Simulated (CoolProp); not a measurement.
n-perfluorohexane along the isotherm 450 K: density (kg/m³) from the reference equation and from simpler models built on Tc = 448.0 K, pc = 17.42 bar, ω = 0.497; each cubic takes its own stable root.

The numbers come from the reference Helmholtz-energy equation of state, Gao 2022 in CoolProp.

```tsv
p (bar)	phase	reference	van der Waals	Soave-Redlich-Kwong	Peng-Robinson
0.138	gas	1.250	1.250	1.250	1.251
0.214	gas	1.942	1.940	1.941	1.942
0.334	gas	3.038	3.035	3.037	3.040
0.52	gas	4.747	4.740	4.746	4.751
0.809	gas	7.430	7.412	7.426	7.439
1.26	gas	11.68	(withheld)	11.67	(withheld)
1.96	gas	18.44	18.33	(withheld)	18.50
3.06	gas	(withheld)	29.23	29.45	29.66
4.76	gas	47.86	47.07	47.65	(withheld)
7.41	gas	80.29	77.98	79.57	81.04
11.5	gas	145.3	137.2	142.0	146.6
18	supercritical	536.9	499.0	464.4	495.0
28	supercritical	1049	(withheld)	827.5	(withheld)
43.5	supercritical	1147	769.7	950.0	(withheld)
```

Problem. Some entries are withheld; supply them.

Solution. 
- 1.26, van der Waals: 11.64
- 1.26, Peng-Robinson: 11.70
- 1.96, Soave-Redlich-Kwong: 18.42
- 3.06, reference: 29.52
- 4.76, Peng-Robinson: 48.19
- 28, van der Waals: 689.4
- 28, Peng-Robinson: 917.2
- 43.5, Peng-Robinson: 1056
